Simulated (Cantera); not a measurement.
Standard-state values (1 bar) from the NASA 1993 polynomials, evaluated with Cantera. Values are per mole of reaction as written; species without (g) are pure solids or liquids, kept so even where they would boil at 1 bar.

C + O₂(g) → CO₂(g), with ΔH° = -393.5 kJ and ΔS° = 2.9 J/K at 300 K.

### Question
How far is the shortcut ΔG° ≈ ΔH°(300 K) − T·ΔS°(300 K) from the full temperature-dependent value at 775, 925, 1075, 1225, 1375 K?

### Answer
```json
[
 {"T (K)": "775", "shortcut (kJ)": "-395.8", "full (kJ)": "-395.5", "difference (kJ)": "-0.2", "difference in log10 K": "0.02"},
 {"T (K)": "925", "shortcut (kJ)": "-396.2", "full (kJ)": "-395.8", "difference (kJ)": "-0.4", "difference in log10 K": "0.02"},
 {"T (K)": "1075", "shortcut (kJ)": "-396.6", "full (kJ)": "-395.9", "difference (kJ)": "-0.7", "difference in log10 K": "0.03"},
 {"T (K)": "1225", "shortcut (kJ)": "-397.1", "full (kJ)": "-396.1", "difference (kJ)": "-1.0", "difference in log10 K": "0.04"},
 {"T (K)": "1375", "shortcut (kJ)": "-397.5", "full (kJ)": "-396.2", "difference (kJ)": "-1.3", "difference in log10 K": "0.05"}
]
```
The shortcut ignores the heat-capacity change of the reaction.
